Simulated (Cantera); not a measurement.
What does this Cantera script print?

```python
import numpy as np
import cantera as ct

gas_names = """
    Br Br2 H HBr H2 N NH NH2 NH3 N2 N2H2 N2H4 Si SiBr SiBr2 SiBr3 SiBr4 SiH SiHBr3 SiH2 SiH2Br2 SiH3
    SiH3Br SiH4 SiN Si2 Si2N Si3
""".split()
cond_names = """
    Br2(cr) Br2(L) Si(cr) Si(L) Si3N4(a)
""".split()


# ... load() reads the species with a 1 bar reference pressure and builds the phases ...
atoms = {
    'Si': {'Si': 1},
    'HBr': {'H': 1, 'Br': 1},
    'N2': {'N': 2},
}
top_T = {'Si3N4(a)': 2400}  # K; cautious upper limits of use, not melting points


# ... equilibrate(T, P, feed) seeds the gas with the atoms and calls Mixture.equilibrate('TP', solver="vcs", rtol=1e-11, max_steps=5000) ...
results = []
feed = {'Si': 1, 'HBr': 2.2, 'N2': 12}  # mol
P = 750  # Pa
for T in [823, 923, 1023, 1123, 1223, 1323, 1423, 1523, 1623, 1723]:
    mix = equilibrate(T, P, feed)
    results.append((T, P, feed, dict(zip(mix.species_names, mix.species_moles))))
    x = sorted(zip(gas.X, gas.species_names), reverse=True)
    print(f"T = {T:g} K  P = {P:g} Pa  gas = {mix.phase_moles(0):.4g} mol")
    print("   x: " + "  ".join(f"{s} {v:.3e}" for v, s in x if v > 1e-06))
    print("   condensed (mol): " + ("  ".join(f"{mix.phase(i).name} {mix.phase_moles(i):.4g}"
          for i in range(1, mix.n_phases) if mix.phase_moles(i) > 1e-12) or "none"))
```

Result:

```
T = 823 K  P = 750 Pa  gas = 13.5 mol
   x: N2 8.450e-01  HBr 1.312e-01  H2 1.589e-02  SiBr4 7.947e-03
   condensed (mol): Si3N4(a) 0.2976
T = 923 K  P = 750 Pa  gas = 13.5 mol
   x: N2 8.447e-01  HBr 1.324e-01  H2 1.528e-02  SiBr4 7.635e-03  Br 1.037e-05  SiHBr3 1.788e-06  SiBr3 1.589e-06
   condensed (mol): Si3N4(a) 0.299
T = 1023 K  P = 750 Pa  gas = 13.5 mol
   x: N2 8.444e-01  HBr 1.332e-01  H2 1.486e-02  SiBr4 7.395e-03  Br 7.329e-05  SiBr3 1.342e-05  SiBr2 5.038e-06  SiHBr3 4.062e-06
   condensed (mol): Si3N4(a) 0.3
T = 1123 K  P = 750 Pa  gas = 13.5 mol
   x: N2 8.441e-01  HBr 1.337e-01  H2 1.461e-02  SiBr4 7.108e-03  Br 3.654e-04  SiBr2 8.663e-05  SiBr3 7.628e-05  SiHBr3 7.907e-06  Br2 2.293e-06
   condensed (mol): Si3N4(a) 0.3006
T = 1223 K  P = 750 Pa  gas = 13.52 mol
   x: N2 8.432e-01  HBr 1.331e-01  H2 1.479e-02  SiBr4 6.367e-03  Br 1.378e-03  SiBr2 8.909e-04  SiBr3 3.064e-04  SiHBr3 1.318e-05  Br2 5.807e-06
   condensed (mol): Si3N4(a) 0.2992
T = 1323 K  P = 750 Pa  gas = 13.59 mol
   x: N2 8.407e-01  HBr 1.284e-01  H2 1.670e-02  SiBr2 5.370e-03  SiBr4 4.101e-03  Br 3.906e-03  SiBr3 7.659e-04  SiHBr3 1.655e-05  Br2 1.075e-05  H 2.366e-06
   condensed (mol): Si3N4(a) 0.2869
T = 1423 K  P = 750 Pa  gas = 13.73 mol
   x: N2 8.375e-01  HBr 1.130e-01  H2 2.362e-02  SiBr2 1.610e-02  Br 7.703e-03  SiBr4 1.171e-03  SiBr3 8.694e-04  Br2 1.179e-05  H 1.179e-05  SiHBr3 1.178e-05  SiBr 1.107e-06
   condensed (mol): Si3N4(a) 0.2502
T = 1523 K  P = 750 Pa  gas = 13.88 mol
   x: N2 8.361e-01  HBr 8.791e-02  H2 3.529e-02  SiBr2 2.834e-02  Br 1.152e-02  SiBr3 5.465e-04  SiBr4 1.843e-04  H 5.013e-05  SiBr 1.218e-05  Br2 8.747e-06  SiHBr3 5.207e-06
   condensed (mol): Si3N4(a) 0.1988
T = 1623 K  P = 750 Pa  gas = 14.01 mol
   x: N2 8.354e-01  HBr 6.282e-02  H2 4.704e-02  SiBr2 3.904e-02  Br 1.510e-02  SiBr3 2.815e-04  H 1.731e-04  SiBr 9.091e-05  SiBr4 2.599e-05  Br2 5.697e-06  Si 3.562e-06  SiHBr3 1.911e-06
   condensed (mol): Si3N4(a) 0.1491
T = 1723 K  P = 750 Pa  gas = 14.12 mol
   x: N2 8.345e-01  H2 5.623e-02  SiBr2 4.684e-02  HBr 4.287e-02  Br 1.833e-02  SiBr 5.090e-04  H 4.993e-04  SiBr3 1.354e-04  Si 6.854e-05  SiBr4 3.806e-06  Br2 3.551e-06  SiN 3.046e-06  Si2N 2.797e-06  SiH 2.024e-06
   condensed (mol): Si3N4(a) 0.1095
```

These are equilibrium values from Cantera (NASA tables, ideal gas, pure condensed phases), not measurements of a reactor. N2 is the only nitrogen source here; it is nearly inert below about 1500 K, so the nitride shown seldom forms there in practice. The tables' values for SiBr3, SiBr are old estimates; treat these amounts as uncertain.
